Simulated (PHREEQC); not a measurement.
Dissolve 0.0015 mol/kgw Cu(BF4)2, 0.0011 mol/kgw HNO3 and 0.093 mol/kgw NaCl at 20 °C. It is in equilibrium with CO2 at log p = -3.4 (atm). Otherwise closed; pH follows from the charge balance.

Model: ion-association model, phreeqc.dat, run in PHREEQC.

Each row changes one thing in this solution. No solid was allowed to form.

| case | pH | ionic strength (mol/kgw) | HF (mol/kgw) | BF4- (mol/kgw) | F- (mol/kgw) | Cu+2 (mol/kgw) |
|---|---|---|---|---|---|---|
| as made | 2.82 | 0.0990 | 0.00244 | 0.00175 | 0.00157 | 0.00137 |
| HNO3 from 0.0011 to 0.011 mol/kgw | 2.06 | 0.108 | 0.00372 | 0.00181 | 0.000426 | 0.00139 |
| Cu(BF4)2 from 0.0015 to 0.003 mol/kgw | 2.79 | 0.103 | 0.00302 | 0.00432 | 0.00181 | … |
| Cu(BF4)2 from 0.0015 to 0.0075 mol/kgw | 2.73 | 0.116 | 0.00392 | 0.0125 | 0.00212 | 0.00688 |
| HNO3 from 0.0011 to 0.00022 mol/kgw | … | 0.0985 | 0.00221 | 0.00168 | 0.00196 | 0.00137 |
| NaCl replaced by HCl at the same molality | 1.11 | 0.0970 | … | 0.00150 | 7.15e-5 | 0.00139 |

### Question
What belongs in the gaps?

### Answer

- Cu(BF4)2 from 0.0015 to 0.003 mol/kgw, Cu+2 (mol/kgw): 0.00275
- HNO3 from 0.0011 to 0.00022 mol/kgw, pH: 2.96
- NaCl replaced by HCl at the same molality, HF (mol/kgw): 0.00564

Real BF4- forms and hydrolyses slowly; the run takes it at equilibrium.
